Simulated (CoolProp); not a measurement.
Vapour-liquid equilibrium of CH2F2 (R32) (1) + R227EA (2) at 243.7 K; x and y are mole fractions of (1).

The numbers come from the multi-fluid Helmholtz-energy mixture model, Tillner-Roth 1997 and Lemmon 2016; pair parameters Bell 2016 in CoolProp.

```json
[
 {"x": "0.05", "bubble pressure (kPa)": "70.08", "y at the bubble point": "0.242", "dew pressure at overall composition x (kPa)": "57.94", "liquid density (mol/L)": "9.644"},
 {"x": "0.15", "bubble pressure (kPa)": "100.1", "y at the bubble point": "0.517", "dew pressure at overall composition x (kPa)": "63.70", "liquid density (mol/L)": "10.30"},
 {"x": "0.25", "bubble pressure (kPa)": "129.1", "y at the bubble point": "0.663", "dew pressure at overall composition x (kPa)": "70.72", "liquid density (mol/L)": "11.03"},
 {"x": "0.35", "bubble pressure (kPa)": "155.7", "y at the bubble point": "0.750", "dew pressure at overall composition x (kPa)": "79.48", "liquid density (mol/L)": "11.86"},
 {"x": "0.45", "bubble pressure (kPa)": "179.2", "y at the bubble point": "0.809", "dew pressure at overall composition x (kPa)": "90.70", "liquid density (mol/L)": "12.80"},
 {"x": "0.55", "bubble pressure (kPa)": "199.9", "y at the bubble point": "0.851", "dew pressure at overall composition x (kPa)": "105.5", "liquid density (mol/L)": "13.90"},
 {"x": "0.65", "bubble pressure (kPa)": "218.6", "y at the bubble point": "0.886", "dew pressure at overall composition x (kPa)": "126.0", "liquid density (mol/L)": "15.18"},
 {"x": "0.75", "bubble pressure (kPa)": "236.0", "y at the bubble point": "0.917", "dew pressure at overall composition x (kPa)": "155.6", "liquid density (mol/L)": "16.70"},
 {"x": "0.85", "bubble pressure (kPa)": "253.1", "y at the bubble point": "0.947", "dew pressure at overall composition x (kPa)": "199.3", "liquid density (mol/L)": "18.53"},
 {"x": "0.95", "bubble pressure (kPa)": "270.6", "y at the bubble point": "0.981", "dew pressure at overall composition x (kPa)": "254.4", "liquid density (mol/L)": "20.77"}
]
```

No azeotrope shows between x = 0.05 and 0.95.

The pair parameters rest on a limited set of measurements; away from them the model extrapolates.
